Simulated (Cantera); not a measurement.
# Thermodynamics of abatement and gas-phase synthesis, feed S + H2O + H2

Charge: 1 mol S, 0.5 mol H2O, 0.041 mol H2, at 13.3 mbar.

Cantera equilibrium calculation (NASA polynomials, part measured and part estimated; ideal gas, pure solids and liquids). Candidate condensed phases: H2O, H2SO4, S; 19 gas species. Kinetics and transport are ignored.

```json
[
 {"T (K)": "2275", "x H": "0.0389", "x S": "0.0668", "x H2": "0.280", "x S2": "0.247", "x SO": "0.134", "x H2O": "0.117", "x O": "0.000241", "x SO2": "0.0753", "x SH": "0.0321", "x OH": "0.00252"},
 {"T (K)": "2350", "x H": "0.0565", "x S": "0.0905", "x H2": "0.274", "x S2": "0.217", "x SO": "0.151", "x H2O": "0.0995", "x O": "0.000494", "x SO2": "0.0682", "x SH": "0.0337", "x OH": "0.00354"},
 {"T (K)": "2425", "x H": "0.0794", "x S": "0.118", "x H2": "0.263", "x S2": "0.186", "x SO": "0.166", "x H2O": "0.0836", "x O": "0.000966", "x SO2": "0.0606", "x SH": "0.0343", "x OH": "0.00479"},
 {"T (K)": "2500", "x H": "0.108", "x S": "0.149", "x H2": "0.246", "x S2": "0.153", "x SO": "0.177", "x H2O": "0.0690", "x O": "0.00181", "x SO2": "0.0531", "x SH": "0.0336", "x OH": "0.00628"},
 {"T (K)": "2575", "x H": "0.142", "x S": "0.180", "x H2": "0.224", "x S2": "0.122", "x SO": "0.184", "x H2O": "0.0560", "x O": "0.00329", "x SO2": "0.0459", "x SH": "0.0318", "x OH": "0.00800"},
 {"T (K)": "2650", "x H": "0.181", "x S": "0.210", "x H2": "0.198", "x S2": "0.0934", "x SO": "0.187", "x H2O": "0.0446", "x O": "0.00580", "x SO2": "0.0392", "x SH": "0.0288", "x OH": "0.00991"},
 {"T (K)": "2725", "x H": "0.223", "x S": "0.237", "x H2": "0.170", "x S2": "0.0688", "x SO": "0.185", "x H2O": "0.0347", "x O": "0.00993", "x SO2": "0.0331", "x SH": "0.0250", "x OH": "0.0119"},
 {"T (K)": "2800", "x H": "0.265", "x S": "0.259", "x H2": "0.140", "x S2": "0.0491", "x SO": "0.179", "x H2O": "0.0261", "x O": "0.0165", "x SO2": "0.0275", "x SH": "0.0210", "x OH": "0.0139"},
 {"T (K)": "2875", "x H": "0.306", "x S": "0.277", "x H2": "0.112", "x S2": "0.0344", "x SO": "0.168", "x H2O": "0.0188", "x O": "0.0265", "x SO2": "0.0222", "x SH": "0.0170", "x OH": "0.0155"},
 {"T (K)": "2950", "x H": "0.342", "x S": "0.292", "x H2": "0.0853", "x S2": "0.0240", "x SO": "0.154", "x H2O": "0.0128", "x O": "0.0405", "x SO2": "0.0171", "x SH": "0.0134", "x OH": "0.0164"},
 {"T (K)": "3025", "x H": "0.370", "x S": "0.306", "x H2": "0.0629", "x S2": "0.0169", "x SO": "0.135", "x H2O": "0.00817", "x O": "0.0585", "x SO2": "0.0124", "x SH": "0.0104", "x OH": "0.0163"},
 {"T (K)": "3100", "x H": "0.390", "x S": "0.319", "x H2": "0.0449", "x S2": "0.0121", "x SO": "0.114", "x H2O": "0.00485", "x O": "0.0794", "x SO2": "0.00831", "x SH": "0.00795", "x OH": "0.0151"}
]
```
x: gas mole fraction; nothing condenses.

From 2275 K to 3100 K nothing is condensed.
